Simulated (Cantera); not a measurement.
Input: 1 mol HCl, 0.38 mol H2O, 7 mol H2, equilibrated at 6.60 bar.

Equilibrium computed with Cantera from the NASA thermochemical tables; the gas is ideal and each condensed phase is pure. Candidate condensed phases: H2O; 14 gas species. Kinetics and transport are ignored. All values below are at 427 °C.

Base state: H2 0.835, HCl 0.119, H2O 0.0453 (mole fractions); condensed: gas only.

Q: What changes in the equilibrium state with this change: HCl replaced by S?

A: 
```
species  before   after
-------  ------  ------
H2        0.835   0.813
H2S           0   0.136
H2O      0.0453  0.0515
HCl       0.119       0
```
Further candidate phases: H2SO4, S.
